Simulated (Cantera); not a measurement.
An isothermal, constant-pressure homogeneous reactor starts with CH4 : H2 : CO2 = 0.012 : 1 : 0.0072 (molar parts), at 1823 K and 34000 Pa.

Cantera simulation using GRI-Mech 3.0 (53 species, 325 reactions); the numbers are that mechanism's predictions, not measurements. GRI-Mech 3.0 stops at C3 and has no aromatics, soot or wall deposition, so with more carbon than oxygen in the feed, carbon stays in small species such as C2H2 where larger ones or solid carbon would form.

**Question.** Predict: x(CH4) at 6.00 s; x(H2) at 6.00 s; x(CO2) at 6.00 s; x(H2O) at 6.00 s; x(OH) at 6.00 s.

**Answer.** 
```
Quantity                                            Result
----------------  ----------------------------------------
x(CH4) at 6.00 s  0.00113 (gas-phase equilibrium 0.000711)
x(H2) at 6.00 s        0.981 (gas-phase equilibrium 0.983)
x(CO2) at 6.00 s   9.50e-6 (gas-phase equilibrium 1.38e-9)
x(H2O) at 6.00 s   0.00349 (gas-phase equilibrium 3.82e-7)
x(OH) at 6.00 s   1.83e-7 (gas-phase equilibrium 2.00e-11)
```
